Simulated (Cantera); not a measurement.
A closed system holds: 1 mol Si, 0.65 mol Cl2, 14 mol H2, equilibrated at 0.230 bar.

These are equilibrium values from Cantera (NASA tables, ideal gas, pure condensed phases), not measurements of a reactor. Candidate condensed phases: Si; 19 gas species. The tables' values for SiCl3 are old estimates; treat these amounts as uncertain. The numbers say what is thermodynamically allowed, not how fast it happens. All values below are at 950 K.

Base state: H2 0.970, SiCl4 0.0137, SiHCl3 0.00911, HCl 0.00670, SiH2Cl2 0.000614, SiCl3 0.000171, SiCl2 7.07e-5, SiH3Cl 1.03e-5 (mole fractions); condensed: Si(s).

### Question
What changes in the equilibrium state with this change: Cl2 from 0.65 to 0.98 mol?

### Answer
```json
[
 {"species": "H2", "before": "0.970", "after": "0.957"},
 {"species": "SiCl4", "before": "0.0137", "after": "0.0218"},
 {"species": "SiHCl3", "before": "0.00911", "after": "0.0128"},
 {"species": "SiCl3", "before": "0.000171", "after": "0.000241"},
 {"species": "SiCl2", "before": "7.07e-5", "after": "8.91e-5"},
 {"species": "Si(s), mol", "before": "0.661", "after": "0.484"}
]
```
